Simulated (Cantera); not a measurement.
Cantera run:

```python
import numpy as np
import cantera as ct

gas_names = """
    H HO2 H2 H2O H2O2 O OH O2 O3 Ti TiO TiO2
""".split()
cond_names = """
    H2O(s) H2O(L) Ti(a) Ti(b) Ti(L) TiO(a) TiO(b) TiO(L) TiO2(ru) TiO2(L) Ti2O3(a) Ti2O3(b) Ti2O3(L)
    Ti3O5(a) Ti3O5(b) Ti3O5(L) Ti4O7(s) Ti4O7(L)
""".split()


# ... load() reads the species with a 1 bar reference pressure and builds the phases ...
atoms = {
    'Ti': {'Ti': 1},
    'O2': {'O': 2},
    'H2': {'H': 2},
    'H2O': {'H': 2, 'O': 1},
}
top_T = {}  # K; cautious upper limits of use, not melting points


# ... equilibrate(T, P, feed) seeds the gas with the atoms and calls Mixture.equilibrate('TP', solver="vcs", rtol=1e-11, max_steps=5000) ...
results = []
feed = {'Ti': 1, 'O2': 0.065, 'H2': 3.9, 'H2O': 15}  # mol
T = 2223.15  # K
P = 24000  # Pa
mix = equilibrate(T, P, feed)
results.append((T, P, feed, dict(zip(mix.species_names, mix.species_moles))))
print(gas.report(threshold=1e-05))
for i in range(1, mix.n_phases):
    print(f"{mix.phase(i).name:16s} {mix.phase_moles(i):12.5e} mol")
```

It prints:

```
       temperature   2223.2 K
          pressure   24000 Pa
           density   0.016969 kg/m^3
  mean mol. weight   13.069 kg/kmol
   phase of matter   gas

                          1 kg             1 kmol
                     ---------------   ---------------
          enthalpy       -6.7175e+06        -8.779e+07  J
   internal energy       -8.1318e+06       -1.0627e+08  J
           entropy             20155        2.6341e+05  J/K
    Gibbs function       -5.1525e+07       -6.7338e+08  J
 heat capacity c_p            3626.6             47396  J/K
 heat capacity c_v            2990.4             39081  J/K

                      mass frac. Y      mole frac. X     chem. pot. / RT
                     ---------------   ---------------   ---------------
                 H        0.00055426          0.007186           -11.224
                H2           0.04651           0.30151           -22.449
               H2O           0.94953           0.68883           -42.828
                 O        4.7989e-05          3.92e-05            -20.38
                OH         0.0030863         0.0023716           -31.604
                O2         9.228e-05         3.769e-05           -40.759
              TiO2        0.00018022         2.949e-05           -66.792
     [   +5 minor]        1.7031e-06        3.6091e-07

Ti(L)             0.00000e+00 mol
TiO(L)            0.00000e+00 mol
TiO2(L)           9.99434e-01 mol
Ti2O3(L)          0.00000e+00 mol
Ti3O5(L)          0.00000e+00 mol
Ti4O7(L)          0.00000e+00 mol
```

Cantera equilibrium calculation (NASA polynomials, part measured and part estimated; ideal gas, pure solids and liquids). Gases not in the tables: TiO(OH)2.
